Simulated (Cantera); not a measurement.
Input: 1 mol Si3N4, 0.0095 mol O2, 380 mol N2, held at 1550 K and 4.00 Pa.

Method: chemical equilibrium by Gibbs-energy minimisation in Cantera with the NASA 1993 tables (ideal gas, pure condensed phases). Candidate condensed phases: Si, SiO2, Si2N2O, Si3N4; 16 gas species. Rates play no part.

Problem. What is the equilibrium state?

Solution. 
```json
{
  "x(N2)": "0.999",
  "x(Si)": "0.000831",
  "x(SiO)": "4.97e-5",
  "x(Si2N)": "8.73e-6",
  "x(SiN)": "5.49e-6",
  "x(Si2)": "1.50e-6",
  "n(Si(s))": "2.65 mol",
  "gas_amount": "382.3 mol"
}
```
